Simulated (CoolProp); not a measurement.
Vapour-liquid equilibrium of propylene (1) + cyclohexane (2) at 325.3 K; x and y are mole fractions of (1).

Values from CoolProp's multi-fluid Helmholtz-energy mixture model, Lemmon 2013 and Zhou 2014; pair parameters Bell 2016.

### Question
Give the bubble pressure and the first vapour's composition at x = 0.15, 0.25, 0.35. Is there an azeotrope?

### Answer
x = 0.15: 0.3694 MPa, y = 0.897; x = 0.25: 0.5757 MPa, y = 0.936; x = 0.35: 0.7739 MPa, y = 0.955. No azeotrope shows between x = 0.05 and 0.95.

Pair parameters are fitted to limited data, so mixtures are less certain than the pure fluids. The gap from Raoult's law changes sign with composition, which may be real or a fault of the pair parameters; it wasn't checked against measurements.
